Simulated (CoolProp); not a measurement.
Properties of acetone along the isobar 7.12 bar.

Values from CoolProp's reference Helmholtz-energy equation of state, Lemmon 2006. It is a short technical equation, of lower accuracy than the large ones.

```csv
T (K),phase,density (kg/m³),isothermal compressibility (1/MPa)
333.1,liquid,745.2,0.001827
342.1,liquid,___,0.002016
351.2,liquid,723.1,___
360.2,liquid,___,___
369.3,liquid,699.7,0.002803
378.3,liquid,___,0.003167
387.4,liquid,___,0.003614
396.5,liquid,661.3,0.004167
405.5,gas,14.59,1.721
414.6,gas,14.00,1.675
423.6,gas,13.49,___
```

Problem. Complete the blanks.

Solution. 
- 342.1, density (kg/m³): 734.3
- 351.2, isothermal compressibility (1/MPa): 0.002239
- 360.2, density (kg/m³): 711.6
- 360.2, isothermal compressibility (1/MPa): 0.002496
- 378.3, density (kg/m³): 687.5
- 387.4, density (kg/m³): 674.7
- 423.6, isothermal compressibility (1/MPa): 1.640
